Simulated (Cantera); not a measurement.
Feed: 1 mol Fe(CO)₅, 0.034 mol O₂, 4.3 mol H₂, equilibrated at 10.0 Torr.

These are equilibrium values from Cantera (NASA tables, ideal gas, pure condensed phases), not measurements of a reactor. Candidate condensed phases: C, C₆H₆, C₇H₈, C₈H₁₈, Fe, Fe(CO)₅, FeO, Fe(OH)₂, Fe(OH)₃, Fe₂O₃, Fe₃O₄, H₂O; 114 gas species. Equilibrium is a limit: real reactors are often held back by kinetics, nucleation or transport.

Problem. At 1450 K, list the 5 most abundant gas species with their mole fractions, and the condensed phases.

Solution. CO 0.535, H₂ 0.457, H₂O 0.00490, CO₂ 0.00241, H 5.54e-5. Condensed: Fe(γ).
